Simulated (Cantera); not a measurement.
Input (Python, Cantera) and output of one run.

```python
import numpy as np
import cantera as ct

gas_names = """
    CL CL2 H HCL H2 Si SiCL SiCL2 SiCL3 SiCL4 SiH SiHCL3 SiH2 SiH2CL2 SiH3 SiH3CL SiH4 Si2 Si3
""".split()
cond_names = """
    Si(cr) Si(L)
""".split()


# ... load() reads the species with a 1 bar reference pressure and builds the phases ...
atoms = {
    'Si': {'Si': 1},
    'HCl': {'H': 1, 'CL': 1},
    'H2': {'H': 2},
}
top_T = {}  # K; cautious upper limits of use, not melting points


# ... equilibrate(T, P, feed) seeds the gas with the atoms and calls Mixture.equilibrate('TP', solver="vcs", rtol=1e-11, max_steps=5000) ...
results = []
feed = {'Si': 1, 'HCl': 1, 'H2': 40}  # mol
P = 53  # Pa
for T in [748, 848, 948, 1048, 1148, 1248, 1348, 1448, 1548, 1648]:
    mix = equilibrate(T, P, feed)
    results.append((T, P, feed, dict(zip(mix.species_names, mix.species_moles))))

top = {s: max(r[3][s] / sum(r[3][g] for g in gas_names) for r in results) for s in gas_names}
cols = sorted((s for s in top if top[s] > 1e-06), key=lambda s: -top[s])[:8]
seen = [c for c in cond_names if any(r[3].get(c, 0) > 1e-12 for r in results)]
print("log10 of partial pressures in bar; condensed amounts in mol")
print(f"{'T/K':>10s}" + "".join(f"{s[:9]:>10s}" for s in cols + seen))
for T, P, feed, n in results:
    ng = sum(n[g] for g in gas_names)
    print(f"{T:10.4g}" + "".join(f"{np.log10(max(n[s] / ng * P / 1e5, 1e-99)):10.3f}" for s in cols)
          + "".join(f"{n.get(c, 0):10.4g}" for c in seen))
```

Result:

```
log10 of partial pressures in bar; condensed amounts in mol
       T/K        H2       HCL     SiCL4         H     SiCL2    SiHCL3        Si     SiCL3    Si(cr)
       748    -3.279    -5.954    -5.591   -14.180    -8.695    -6.273   -23.644    -8.281    0.7606
       848    -3.281    -5.401    -5.721   -12.361    -7.447    -6.391   -19.948    -7.513    0.8164
       948    -3.284    -5.050    -6.154   -10.922    -6.634    -6.735   -17.035    -7.159    0.9079
      1048    -3.286    -4.939    -7.190    -9.755    -6.322    -7.527   -14.680    -7.388    0.9526
      1148    -3.286    -4.932    -8.380    -8.788    -6.237    -8.432   -12.739    -7.830    0.9534
      1248    -3.286    -4.936    -9.414    -7.974    -6.185    -9.217   -11.110    -8.229     0.949
      1348    -3.286    -4.940   -10.296    -7.279    -6.146    -9.888    -9.726    -8.571    0.9444
      1448    -3.286    -4.944   -11.056    -6.678    -6.114   -10.466    -8.534    -8.868    0.9399
      1548    -3.286    -4.948   -11.718    -6.155    -6.088   -10.970    -7.498    -9.127    0.9334
      1648    -3.288    -4.954   -12.303    -5.694    -6.069   -11.414    -6.589    -9.358    0.9103
```

Equilibrium computed with Cantera from the NASA thermochemical tables; the gas is ideal and each condensed phase is pure. The tables' values for SiCl3, SiCl are old estimates; treat these amounts as uncertain.
